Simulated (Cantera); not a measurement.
A perfectly stirred reactor is fed with H2 : O2 : N2 = 1 : 0.893 : 3.36 (molar parts), equivalence ratio 0.56, at 10.0 bar; it is adiabatic with a 400 K inlet, and is followed from long to short residence time, starting on the burning branch (τ in s: 0.046, 0.024, 0.013, 0.0068, 0.0036, 0.0019, 0.001, 0.00053, 0.00028, 0.00015, 7.8e-05, 4.1e-05, 2.2e-05).

Detailed kinetics in Cantera: GRI-Mech 3.0 (53 species, 325 reactions). The hydrogen kinetics of GRI-Mech 3.0 are dated; newer H2 mechanisms differ, most at raised pressure.

### Question
What does this change do: inlet temperature 400 to 650 K?

### Answer
```
quantity                                                                          before                                   after
------------------------------------------------  --------------------------------------  --------------------------------------
blow-out, bracketed by the residence times tried  burning at 22.0 µs, the shortest tried  burning at 22.0 µs, the shortest tried
x(H2) at τ = 46.0 ms                                                             4.74e-5                                0.000113
x(O2) at τ = 46.0 ms                                                              0.0825                                  0.0820
x(HO2) at τ = 46.0 ms                                                            2.44e-6                                 4.59e-6
x(H) at τ = 46.0 ms                                                              1.50e-6                                 8.21e-6
x(N2O) at τ = 46.0 ms                                                            6.51e-7                                 8.99e-7
x(H2) at τ = 1.00 ms                                                            0.000556                                0.000497
x(O2) at τ = 1.00 ms                                                              0.0824                                  0.0820
x(HO2) at τ = 1.00 ms                                                            1.57e-5                                 9.56e-6
x(H) at τ = 1.00 ms                                                              3.14e-5                                 4.41e-5
x(N2O) at τ = 1.00 ms                                                            2.34e-6                                 1.79e-6
```

### Question
What does this change do: O2 0.893 to 0.69 parts?

### Answer
```
quantity                                                                          before                                   after
------------------------------------------------  --------------------------------------  --------------------------------------
blow-out, bracketed by the residence times tried  burning at 22.0 µs, the shortest tried  burning at 22.0 µs, the shortest tried
x(H2) at τ = 46.0 ms                                                             4.74e-5                                 8.87e-5
x(O2) at τ = 46.0 ms                                                              0.0825                                  0.0416
x(HO2) at τ = 46.0 ms                                                            2.44e-6                                 1.95e-6
x(H) at τ = 46.0 ms                                                              1.50e-6                                 3.43e-6
x(N2O) at τ = 46.0 ms                                                            6.51e-7                                 5.65e-7
x(H2) at τ = 1.00 ms                                                            0.000556                                0.000848
x(O2) at τ = 1.00 ms                                                              0.0824                                  0.0416
x(HO2) at τ = 1.00 ms                                                            1.57e-5                                 1.26e-5
x(H) at τ = 1.00 ms                                                              3.14e-5                                 6.59e-5
x(N2O) at τ = 1.00 ms                                                            2.34e-6                                 1.74e-6
```
